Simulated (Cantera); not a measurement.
An isothermal, constant-pressure homogeneous reactor starts with 33.3 % CH4, 66.7 % N2, at 1375 K and 2400 Pa.

Detailed kinetics in Cantera: GRI-Mech 3.0 (53 species, 325 reactions). GRI-Mech 3.0 stops at C3 and has no aromatics, soot or wall deposition, so with more carbon than oxygen in the feed, carbon stays in small species such as C2H2 where larger ones or solid carbon would form. Radical loss at walls, strong at low pressure, is not modelled.

Predict: x(CH4) at 200 s; x(C2H) at 200 s; x(C2H2) at 200 s; x(H) at 200 s; x(HCN) at 200 s.


```
Quantity                                           Result
----------------  ---------------------------------------
x(CH4) at 200 s     0.117 (gas-phase equilibrium 0.00560)
x(C2H) at 200 s   1.23e-9 (gas-phase equilibrium 2.37e-9)
x(C2H2) at 200 s    0.0804 (gas-phase equilibrium 0.0801)
x(H) at 200 s     4.60e-6 (gas-phase equilibrium 1.35e-5)
x(HCN) at 200 s    1.05e-9 (gas-phase equilibrium 0.0843)
```
